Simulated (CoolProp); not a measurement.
Vapour-liquid equilibrium of carbon dioxide (1) + CH3F (R41) (2) at 268.9 K; x and y are mole fractions of (1).

Values from CoolProp's multi-fluid Helmholtz-energy mixture model, Span 1996 and Lemmon 2006; pair parameters Bell 2016.

### Question
Give the bubble pressure and the first vapour's composition at x = 0.2, 0.65, 0.8. Is there an azeotrope?

### Answer
x = 0.2: 20.51 bar, y = 0.264; x = 0.65: 25.97 bar, y = 0.727; x = 0.8: 28.04 bar, y = 0.853. No azeotrope shows between x = 0.05 and 0.95.

Pair parameters are fitted to limited data, so mixtures are less certain than the pure fluids.
